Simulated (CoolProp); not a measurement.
Properties of sulfur dioxide along the isobar 21.8 MPa.

Values from CoolProp's reference Helmholtz-energy equation of state, Gao 2016.

```csv
T (°C),phase,Z,cp (kJ/(kg K)),speed of sound (m/s),isothermal compressibility (1/MPa),expansivity (1/kK),fugacity coefficient
125.65,liquid,0.3737,1.486,626.8,0.004351,2.964,0.2113
134.65,liquid,0.3757,1.513,594.0,0.005084,3.188,0.2382
143.65,liquid,0.3788,1.545,561.5,0.005996,3.449,0.2664
152.75,liquid,0.3830,1.582,529.0,0.007157,3.755,0.2960
161.75,supercritical,0.3886,1.624,497.4,0.008615,4.108,0.3260
170.75,supercritical,0.3958,1.671,466.6,0.01048,4.521,0.3566
179.75,supercritical,0.4048,1.725,437.0,0.01288,4.999,0.3875
188.75,supercritical,0.4162,1.784,408.8,0.01597,5.547,0.4185
197.75,supercritical,0.4303,1.846,382.5,0.01990,6.153,0.4492
206.75,supercritical,0.4476,1.905,358.8,0.02475,6.781,0.4795
215.75,supercritical,0.4682,1.948,338.4,0.03040,7.353,0.5089
224.85,supercritical,0.4925,1.963,321.7,0.03646,7.769,0.5375
233.85,supercritical,0.5193,1.942,309.4,0.04212,7.933,0.5646
242.85,supercritical,0.5478,1.888,300.9,0.04682,7.836,0.5904
251.85,supercritical,0.5771,1.811,295.7,0.05026,7.530,0.6147
```
